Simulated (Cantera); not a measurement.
Charge: 1 mol SiH2Cl2, 12 mol NO, equilibrated at 802 °C and 0.000300 bar.

Equilibrium computed with Cantera from the NASA thermochemical tables; the gas is ideal and each condensed phase is pure. Candidate condensed phases: H2O, NH4Cl, Si, SiO2, Si2N2O, Si3N4; 47 gas species. Equilibrium is a limit: real reactors are often held back by kinetics, nucleation or transport.

Base state: N2 0.462, O2 0.381, HCl 0.139, H2O 0.00778, Cl2 0.00543, Cl 0.00470, NO 6.95e-5 (mole fractions); condensed: SiO2(β-quartz).

What changes in the equilibrium state with this change: pressure from 0.000300 bar to 0.0190 bar?


```json
[
 {"species": "N2", "before": "0.462", "after": "0.465"},
 {"species": "O2", "before": "0.381", "after": "0.379"},
 {"species": "HCl", "before": "0.139", "after": "0.122"},
 {"species": "Cl2", "before": "0.00543", "after": "0.0159"},
 {"species": "H2O", "before": "0.00778", "after": "0.0164"},
 {"species": "Cl", "before": "0.00470", "after": "0.00101"},
 {"species": "NO", "before": "6.95e-5", "after": "6.96e-5"},
 {"species": "SiO2(β-quartz), mol", "before": "1.00", "after": "1.00"}
]
```
